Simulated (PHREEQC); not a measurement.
A solution holds 19 mmol/kgw KOH and 2.9 mmol/kgw CO2, at 25 °C. Closed to the air; pH follows from the charge balance.

All values are PHREEQC results (ion-association model, phreeqc.dat), not measurements.

**Question.** The ionic strength comes out as 0.0219 mol/kgw. What activity coefficients do HCO3-, OH-, K+, CO3-2 get?

**Answer.** HCO3- 0.87, OH- 0.86, K+ 0.86, CO3-2 0.58.

This is a speciation only: nothing precipitates in the calculation. Species that the database lacks are ignored.
